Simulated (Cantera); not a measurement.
Hydrocarbon pyrolysis for carbon deposition

An isothermal, constant-pressure homogeneous reactor starts with 86.2 % C2H6, 13.8 % N2, at 2000 K and 188 Torr.

Detailed kinetics in Cantera: GRI-Mech 3.0 (53 species, 325 reactions). GRI-Mech 3.0 stops at C3 and has no aromatics, soot or wall deposition, so with more carbon than oxygen in the feed, carbon stays in small species such as C2H2 where larger ones or solid carbon would form.

| t (s) | x C2H6 | x H2 | x C2H4 | x H | x C2H2 |
|---|---|---|---|---|---|
| 1.00e-5 | 0.0235 | 0.300 | 0.174 | 0.00593 | 0.105 |
| 5.59e-5 | 0.000593 | 0.457 | 0.0424 | 0.00206 | 0.250 |
| 0.000313 | 0.000154 | 0.523 | 0.00423 | 0.00166 | 0.289 |
| 0.00175 | 2.41e-5 | 0.592 | 0.000823 | 0.00207 | 0.307 |
| 0.00979 | 9.18e-7 | 0.624 | 0.000349 | 0.00249 | 0.314 |
| 0.0548 | 4.38e-8 | 0.629 | 0.000333 | 0.00260 | 0.315 |
| 0.306 | 2.64e-8 | 0.630 | 0.000333 | 0.00260 | 0.316 |
| 1.71 | 2.64e-8 | 0.630 | 0.000333 | 0.00260 | 0.316 |
| 9.59 | 2.64e-8 | 0.630 | 0.000333 | 0.00260 | 0.315 |
| 53.6 | 2.64e-8 | 0.630 | 0.000332 | 0.00260 | 0.315 |
| 300 | 2.63e-8 | 0.630 | 0.000330 | 0.00260 | 0.313 |
x: mole fraction; the columns are a selection and need not sum to one.

Equilibrium at this temperature and pressure: C2H6 2.41e-8, H2 0.630, C2H4 0.000303, H 0.00260, C2H2 0.288 (gas phase only).
